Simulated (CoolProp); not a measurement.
Properties of octamethyltrisiloxane (MDM) along the isobar 1.68 MPa.

Model: reference Helmholtz-energy equation of state, Thol 2017, in CoolProp.

```tsv
T (°C)	phase	density (kg/m³)	speed of sound (m/s)
-66.75	liquid	906.7	1254
-38.45	liquid	879.3	1151
-10.15	liquid	852.0	1050
18.05	liquid	824.5	952.7
46.35	liquid	796.4	[?]
74.65	liquid	767.6	[?]
102.95	liquid	[?]	678.9
131.25	liquid	706.7	593.7
159.55	liquid	673.6	511.1
187.75	liquid	[?]	430.8
```

Fill in the missing entries.


- 46.35, speed of sound (m/s): 858.2
- 74.65, speed of sound (m/s): 767.0
- 102.95, density (kg/m³): 737.9
- 187.75, density (kg/m³): 637.7
